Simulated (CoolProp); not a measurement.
A simple Rankine cycle with R1336mzz(Z): condensing at 291.15 K, boiler at 1.12 MPa, turbine inlet 499 K, turbine efficiency 0.65, pump efficiency 0.8, no recuperator. Each further row changes one setting.

Computed with CoolProp (reference Helmholtz-energy equation of state, McLinden 2020).

```
case                             thermal efficiency (%)  net work (kJ/kg)  heat in (kJ/kg)  turbine exit temperature (K)  volume ratio over the turbine
-------------------------------  ----------------------  ----------------  ---------------  ----------------------------  -----------------------------
as stated                                          11.7              43.2              370                         450.7                           20.0
condensing temperature 283.15 K                    12.6              47.9              379                         446.1                           27.9
boiler pressure 0.784 MPa                          10.5              39.0              373                         457.5                           13.8
turbine efficiency 0.55                             9.8              36.4              370                         457.0                           20.3
```
